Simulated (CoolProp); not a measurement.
Values from CoolProp's reference Helmholtz-energy equation of state, Lemmon 2016.

Task: For R115, give the phase and the speed of sound (m/s) at 182.5 K and 0.19 MPa; 332.1 K and 0.0299 MPa.

Result: 
- 182.5 K and 0.19 MPa: liquid; speed of sound 850
- 332.1 K and 0.0299 MPa: gas; speed of sound 138
